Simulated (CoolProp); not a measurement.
The fluid at 129.75 K and 0.252 MPa is throttled through a valve to 0.11 MPa with no heat exchange. The same conditions are run with several fluids, on thermodynamics alone (safety and materials aside).

Values from CoolProp's reference Helmholtz-energy equation of state of each fluid (methane: Setzmann 1991; fluorine: de Reuck 1990; oxygen: Schmidt 1985; normal hydrogen: Leachman 2009; nitrogen: Span 2000).

| fluid | temperature change (K) | final density (kg/m³) |
|---|---|---|
| methane | -3.1 | 1.72 |
| fluorine | -1.5 | 3.96 |
| oxygen | -1.7 | 3.35 |
| normal hydrogen | -0.1 | 0.206 |
| nitrogen | -1.4 | 2.92 |
